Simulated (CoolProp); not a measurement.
Properties of benzene at several states.

Values from CoolProp's reference Helmholtz-energy equation of state, Thol 2012.

| T (K) | p (MPa) | phase | expansivity (1/kK) | viscosity (µPa s) |
|---|---|---|---|---|
| 571.5 | 0.273 | gas | 1.860 | 14.3 |
| 493.1 | 0.0151 | gas | 2.039 | 12.4 |
| 405.4 | 0.199 | gas | 2.850 | 10.2 |
| 435.9 | 7.54 | liquid | 1.678 | 172 |

Viscosity comes from a separate model (Avgeri 2014).
